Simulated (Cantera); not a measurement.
Input: 1 mol C3H6, 0.012 mol O2, 0.5 mol N2, at 1800 K and 0.000540 bar.

Method: chemical equilibrium by Gibbs-energy minimisation in Cantera with the NASA 1993 tables (ideal gas, pure condensed phases). Candidate condensed phases: C, C6H6, C7H8, C8H18, H2O; 136 gas species. The numbers say what is thermodynamically allowed, not how fast it happens.

Base state: H2 0.837, N2 0.140, H 0.0141, CO 0.00676, HCN 0.00210, C2H2 (acetylene) 0.000147, HNC 7.97e-5 (mole fractions); condensed: C(graphite).

Question: What changes in the equilibrium state with this change: O2 from 0.012 to 0.83 mol?

Answer: 
```tsv
species	before	after
H2	0.837	0.571
CO	0.00676	0.320
N2	0.140	0.0956
H	0.0141	0.0116
C2H2 (acetylene)	0.000147	0.000100
HCN	0.00210	0.00143
HNC	7.97e-5	5.45e-5
C(graphite), mol	2.97	1.33
```
